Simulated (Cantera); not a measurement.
# Ignition delay

Mixture: C₃H₈ : O₂ : N₂ = 1 : 3.12 : 20 (molar parts), equivalence ratio 1.6, at 390000 Pa, adiabatic and at constant pressure. Ignition delay is the time to a rise of 400 K.

Model: GRI-Mech 3.0 (53 species, 325 reactions), integrated in Cantera. GRI-Mech 3.0 was tuned for natural gas; its chemistry of propane as a main component is partial and can be far from experiment.

```csv
T0 (K),delay (ms)
1275,1.13
1375,0.235
1475,0.0677
1575,0.0260
1675,0.0126
1775,0.00723
1875,0.00470
1975,0.00333
2075,0.00252
2175,0.00200
```

The apparent activation energy between 1975 and 2175 K comes out as 91 kJ/mol.
